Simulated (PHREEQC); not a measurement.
A solution holds 41 mmol/kgw H2SO4 and 0.059 mmol/kgw Li2SO4, at 20 °C. Closed to the air; pH follows from the charge balance.

Equilibrium calculation in PHREEQC: ion-association model, phreeqc.dat.

```json
{
  "pH": "1.34",
  "ionic_strength": "0.0675 mol/kgw",
  "specific_conductance": "16900 µS/cm",
  "density": "1.001 g/cm³",
  "total_alkalinity": "-82.0 meq/kg"
}
```

```csv
species,molality,activity,log γ
H+,0.0542,0.0456,-0.074
HSO4-,0.0278,0.0224,-0.094
SO4-2,0.0132,0.00562,-0.371
Li+,0.000115,9.42e-5,-0.087
LiSO4-,2.86e-6,2.31e-6,-0.092
```

This is a speciation only: nothing precipitates in the calculation.
